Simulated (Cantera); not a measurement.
Feed: 1 mol Al2O3, 140 mol H2, 3.6 mol N2, equilibrated at 1.80 bar.

These are equilibrium values from Cantera (NASA tables, ideal gas, pure condensed phases), not measurements of a reactor. Candidate condensed phases: Al, AlN, Al2O3, H2O; 35 gas species. Mutual solubility and eutectic melting of coexisting phases are not modelled. Equilibrium is a limit: real reactors are often held back by kinetics, nucleation or transport. All values below are at 1450 K.

Base state: H2 0.975, N2 0.0251, NH3 1.99e-5 (mole fractions); condensed: AlN(s) + Al2O3(s).

Q: What changes in the equilibrium state with this change: Al2O3 replaced by Cu2O?

A: 
| species | before | after |
|---|---|---|
| H2 | 0.975 | 0.968 |
| N2 | 0.0251 | 0.0251 |
| H2O | 6.59e-6 | 0.00696 |
| NH3 | 1.99e-5 | 1.96e-5 |
| AlN(s), mol | 0.000631 | 0 |
| Al2O3(s), mol | 1.000 | 0 |
| Cu(l), mol | 0 | 2.00 |
Further candidate phases: Cu, CuO, Cu(OH)2, Cu2O.
